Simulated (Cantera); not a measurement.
**Equilibrium for fluorocarbon and chlorocarbon gases: CF4 + H2**

A closed system holds: 1 mol CF4, 0.12 mol H2, at 577 °C and 4.35 Torr.

Equilibrium computed with Cantera from the NASA thermochemical tables; the gas is ideal and each condensed phase is pure. Candidate condensed phases: C, C6H6, C7H8, C8H18; 95 gas species. Condensed phases not in the tables: fluorocarbon polymer. Gases not in the tables: C2F6 and larger saturated fluorocarbons. Rates play no part.

```yaml
x(CF4): 0.797
x(HF): 0.203
n(C(graphite)): 0.0600 mol
gas_amount: 1.180 mol
```
